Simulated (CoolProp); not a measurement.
A simple Rankine cycle with water: condensing at 332.15 K, boiler at 0.719 MPa, turbine inlet 479.2 K, turbine efficiency 0.65, pump efficiency 0.6, no recuperator. Each further row changes one setting.

Computed with CoolProp (reference Helmholtz-energy equation of state, Wagner 2002).

```tsv
case	thermal efficiency (%)	net work (kJ/kg)	heat in (kJ/kg)	turbine exit temperature (K)	volume ratio over the turbine
as stated	14.6	382	2610	332.1	25.5
turbine inlet 499.2 K	14.8	391	2650	332.1	24.7
condensing temperature 324.15 K	15.7	414	2640	324.2	36.3
boiler pressure 0.503 MPa	13.4	350	2620	332.1	18.0
turbine efficiency 0.55	12.4	323	2610	332.1	26.2
```

The expansion ends wet for: as stated; turbine inlet 499.2 K; condensing temperature 324.15 K; boiler pressure 0.503 MPa; turbine efficiency 0.55.
